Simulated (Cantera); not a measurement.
A closed system holds: 1 mol c-C4F8, 1.3 mol H2, equilibrated at 2327 °C and 0.240 Torr.

Equilibrium computed with Cantera from the NASA thermochemical tables; the gas is ideal and each condensed phase is pure. Candidate condensed phases: C, C6H6, C7H8, C8H18; 95 gas species. The feed counts by its element totals alone. Rates play no part.

Base state: F 0.633, HF 0.316, CF 0.0278, CF2 0.00743, C3 0.00692, H 0.00617, C 0.00195, C2 0.000650 (mole fractions); condensed: C(graphite).

**Question.** What changes in the equilibrium state with this change: H2 from 1.3 to 0.069 mol?

**Answer.** 
| species | before | after |
|---|---|---|
| F | 0.633 | 0.917 |
| CF | 0.0278 | 0.0402 |
| HF | 0.316 | 0.0171 |
| CF2 | 0.00743 | 0.0156 |
| H | 0.00617 | 0.000231 |
| C | 0.00195 | 0.00195 |
| C(graphite), mol | 3.52 | 3.36 |
